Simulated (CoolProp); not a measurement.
Vapour-liquid equilibrium of R143a (1) + propane (2) at 0.557 MPa; x and y are mole fractions of (1).

Computed with CoolProp (multi-fluid Helmholtz-energy mixture model, Lemmon and Jacobsen 2000 and Lemmon 2009; pair parameters Bell 2016).

Question: Give the bubble temperature and the first vapour's composition at x = 0.05, 0.65, 0.8. Is there an azeotrope?

Answer: x = 0.05: 274.0 K, y = 0.151; x = 0.65: 263.8 K, y = 0.620; x = 0.8: 264.8 K, y = 0.724. y crosses x between x = 0.5 and 0.65: the model has an azeotrope there.

Pair parameters are fitted to limited data, so mixtures are less certain than the pure fluids.
